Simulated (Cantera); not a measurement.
Input: 1 mol MgO, 2.3 mol CO, 7.1 mol H2, at 1650 K.

These are equilibrium values from Cantera (NASA tables, ideal gas, pure condensed phases), not measurements of a reactor. Candidate condensed phases: C, C6H6, C7H8, C8H18, H2O, Mg, MgCO3, MgO, Mg(OH)2; 116 gas species. Kinetics and transport are ignored.

Q: At 1000000 Pa, list the 6 most abundant gas species with their mole fractions, and the condensed phases.

A: H2 0.751, CO 0.243, CH4 0.00310, H2O 0.00284, CO2 0.000285, H 2.49e-5. Condensed: MgO(s).
